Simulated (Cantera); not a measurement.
Feed: 1 mol Ti(OiPr)4, 0.64 mol H2O, 18 mol H2, equilibrated at 16.0 Pa.

Equilibrium computed with Cantera from the NASA thermochemical tables; the gas is ideal and each condensed phase is pure. Candidate condensed phases: C, C6H6, C7H8, C8H18, H2O, Ti, TiC, TiO, TiO2, Ti2O3, Ti3O5, Ti4O7; 113 gas species. The feed counts by its element totals alone. TiC: taken at fixed stoichiometry. Equilibrium is a limit: real reactors are often held back by kinetics, nucleation or transport. All values below are at 1925 K.

Base state: H2 0.811, CO 0.120, H 0.0681, C2H2 (acetylene) 0.000372 (mole fractions); condensed: C(graphite) + TiC(s).

Question: What changes in the equilibrium state with this change: H2O from 0.64 to 14 mol?

Answer: 
| species | before | after |
|---|---|---|
| H2 | 0.811 | 0.671 |
| CO | 0.120 | 0.196 |
| H2O | 2.50e-9 | 0.0659 |
| H | 0.0681 | 0.0619 |
| TiO2 | <1e-9 | 0.000275 |
| CO2 | <1e-9 | 0.00447 |
| OH | <1e-9 | 0.000525 |
| C2H2 (acetylene) | 0.000372 | <1e-9 |
| O | <1e-9 | 3.62e-5 |
| C(graphite), mol | 6.33 | 0 |
| TiC(s), mol | 1.000 | 0 |
| Ti4O7(s), mol | 0 | 0.245 |
Condensed phases not in the tables: Magnéli phases beyond Ti4O7.
